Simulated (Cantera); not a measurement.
Input: 1 mol H₂O, 0.46 mol N₂, held at 2475 K and 1.10 bar.

Cantera equilibrium calculation (NASA polynomials, part measured and part estimated; ideal gas, pure solids and liquids). Candidate condensed phases: H₂O; 24 gas species. Kinetics and transport are ignored.

Task: What is the equilibrium state?

Result: 
```json
{
 "x(H₂O)": "0.629",
 "x(N₂)": "0.306",
 "x(H₂)": "0.0309",
 "x(OH)": "0.0154",
 "x(O₂)": "0.0104",
 "x(H)": "0.00377",
 "x(NO)": "0.00305",
 "x(O)": "0.00124",
 "x(HO₂)": "3.62e-6",
 "gas_amount": "1.494 mol"
}
```
